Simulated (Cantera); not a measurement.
Input: 1 mol Si2Cl6, 0.0045 mol Cl2, 210 mol H2, at 0.0140 bar.

These are equilibrium values from Cantera (NASA tables, ideal gas, pure condensed phases), not measurements of a reactor. Candidate condensed phases: Si; 19 gas species. The feed counts by its element totals alone. The tables' values for SiCl3, SiCl are old estimates; treat these amounts as uncertain. Gases not in the tables: Si2H6 and higher silanes. Rates play no part.

x: gas mole fraction; n: condensed amount in mol.

```tsv
T (K)	x H2	x HCl	x SiCl4	x SiHCl3	x SiCl2	n Si(s)	n Si(l)
800	0.991	0.00195	0.00488	0.00224	3.95e-6	0.473	0
900	0.988	0.00610	0.00406	0.00187	5.12e-5	0.704	0
1000	0.982	(withheld)	(withheld)	(withheld)	(withheld)	(withheld)	0
1100	0.976	0.0215	0.000678	0.000454	0.000966	1.50	0
1200	0.974	0.0243	8.67e-5	9.44e-5	0.00144	1.63	0
1300	0.974	0.0246	1.06e-5	1.90e-5	0.00166	1.63	0
1400	0.974	0.0245	(withheld)	(withheld)	0.00182	1.61	0
1500	0.974	0.0243	3.24e-7	1.35e-6	0.00194	1.58	0
1600	0.973	0.0241	7.83e-8	4.58e-7	0.00205	1.56	0
1700	0.973	0.0239	2.21e-8	1.74e-7	0.00211	0	1.53
```

Q: Complete the blanks.

A: 
- 1400, x SiCl4: 1.64e-6
- 1400, x SiHCl3: 4.62e-6
- 1000, x HCl: 0.0137
- 1000, x SiCl4: 0.00241
- 1000, x SiHCl3: 0.00121
- 1000, x SiCl2: 0.000326
- 1000, n Si(s): 1.11
